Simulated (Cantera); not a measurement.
**Thermodynamics of calcination and drying, feed MgSO4 + H2**

A closed system holds: 1 mol MgSO4, a varied amount of H2, equilibrated at 1475 °C and 5.80 bar.

Cantera equilibrium calculation (NASA polynomials, part measured and part estimated; ideal gas, pure solids and liquids). Candidate condensed phases: H2O, H2SO4, Mg, MgO, Mg(OH)2, MgS, MgSO4, S; 26 gas species. Rates play no part.

```json
[
 {"n(H2) (mol)": "0.13", "x H2O": "0.0833", "x SO2": "0.632", "x H2": "2.16e-6", "x O2": "0.274", "x H2S": "<1e-12", "x S2": "<1e-12", "x SO3": "0.0101", "n MgO(s)": "1.000"},
 {"n(H2) (mol)": "0.19", "x H2O": "0.119", "x SO2": "0.620", "x H2": "3.24e-6", "x O2": "0.250", "x H2S": "1.06e-12", "x S2": "<1e-12", "x SO3": "0.00948", "n MgO(s)": "1.000"},
 {"n(H2) (mol)": "0.26", "x H2O": "0.160", "x SO2": "0.607", "x H2": "4.60e-6", "x O2": "0.223", "x H2S": "1.64e-12", "x S2": "<1e-12", "x SO3": "0.00877", "n MgO(s)": "1.000"},
 {"n(H2) (mol)": "0.38", "x H2O": "0.225", "x SO2": "0.586", "x H2": "7.21e-6", "x O2": "0.180", "x H2S": "3.09e-12", "x S2": "<1e-12", "x SO3": "0.00760", "n MgO(s)": "1.000"},
 {"n(H2) (mol)": "0.54", "x H2O": "0.306", "x SO2": "0.561", "x H2": "1.16e-5", "x O2": "0.127", "x H2S": "6.76e-12", "x S2": "<1e-12", "x SO3": "0.00610", "n MgO(s)": "1.000"},
 {"n(H2) (mol)": "0.77", "x H2O": "0.409", "x SO2": "0.528", "x H2": "2.29e-5", "x O2": "0.0591", "x H2S": "2.69e-11", "x S2": "<1e-12", "x SO3": "0.00392", "n MgO(s)": "1.000"},
 {"n(H2) (mol)": "1.1", "x H2O": "0.512", "x SO2": "0.462", "x H2": "0.0131", "x O2": "2.82e-7", "x H2S": "0.00282", "x S2": "0.00476", "x SO3": "7.50e-6", "n MgO(s)": "1.000"},
 {"n(H2) (mol)": "1.6", "x H2O": "0.601", "x SO2": "0.305", "x H2": "0.0311", "x O2": "6.88e-8", "x H2S": "0.0181", "x S2": "0.0350", "x SO3": "2.45e-6", "n MgO(s)": "1.000"},
 {"n(H2) (mol)": "2.2", "x H2O": "0.666", "x SO2": "0.178", "x H2": "0.0509", "x O2": "3.16e-8", "x H2S": "0.0378", "x S2": "0.0568", "x SO3": "9.67e-7", "n MgO(s)": "1.000"},
 {"n(H2) (mol)": "3.2", "x H2O": "0.697", "x SO2": "0.0576", "x H2": "0.0967", "x O2": "9.59e-9", "x H2S": "0.0764", "x S2": "0.0641", "x SO3": "1.72e-7", "n MgO(s)": "1.000"},
 {"n(H2) (mol)": "4.5", "x H2O": "0.619", "x SO2": "0.00748", "x H2": "0.207", "x O2": "1.64e-9", "x H2S": "0.125", "x S2": "0.0371", "x SO3": "9.26e-9", "n MgO(s)": "1.000"},
 {"n(H2) (mol)": "6.4", "x H2O": "0.461", "x SO2": "0.000621", "x H2": "0.396", "x O2": "2.51e-10", "x H2S": "0.129", "x S2": "0.0109", "x SO3": "3.00e-10", "n MgO(s)": "1.000"},
 {"n(H2) (mol)": "9.2", "x H2O": "0.325", "x SO2": "7.97e-5", "x H2": "0.570", "x O2": "5.97e-11", "x H2S": "0.100", "x S2": "0.00317", "x SO3": "1.88e-11", "n MgO(s)": "1.000"}
]
```
x: gas mole fraction; n: condensed amount in mol.

From 0.13 mol H2 to 9.2 mol H2 the condensed part is MgO(s). The main Mg-bearing gas is Mg(OH)2 throughout.
